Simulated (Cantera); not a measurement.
A freely propagating, adiabatic, planar premixed flame of H2 : O2 : N2 : H2O = 1 : 0.357 : 1.34 : 0.067 (molar parts), unburnt at 525 K and 100000 Pa; mixture-averaged transport, grid criteria slope 0.08 and curve 0.16, no radiation.

Model: the H2/O2 subset of GRI-Mech 3.0, which has no nitrogen chemistry, integrated in Cantera. Burning velocities carry a grid error of a few per cent, more on coarse grids.

### Question
How do the results move with these cheaper or finer settings: unity-Lewis-number transport; multicomponent transport; multicomponent+Soret transport; grid criteria slope 0.5, curve 1; grid criteria slope 0.25, curve 0.5; grid criteria slope 0.03, curve 0.06?

### Answer
| setting | laminar burning velocity | thermal thickness | peak x(O) | peak x(H2O2) | grid points |
|---|---|---|---|---|---|
| as above | 681 cm/s | 0.422 mm | 0.00737 | 2.64e-5 | 131 |
| unity-Lewis-number transport | 425 cm/s | 0.348 mm | 0.00680 | 1.05e-5 | 114 |
| multicomponent transport | 667 cm/s | 0.422 mm | 0.00729 | 2.63e-5 | 132 |
| multicomponent+Soret transport | 637 cm/s | 0.414 mm | 0.00727 | 2.74e-5 | 131 |
| grid criteria slope 0.5, curve 1 | 739 cm/s | 0.530 mm | 0.00749 | 1.83e-5 | 40 |
| grid criteria slope 0.25, curve 0.5 | 709 cm/s | 0.467 mm | 0.00721 | 2.29e-5 | 61 |
| grid criteria slope 0.03, curve 0.06 | 675 cm/s | 0.411 mm | 0.00741 | 2.76e-5 | 281 |
Unity Lewis numbers drop preferential diffusion, which matters most where H2 and H carry the flame; Soret adds thermal diffusion.
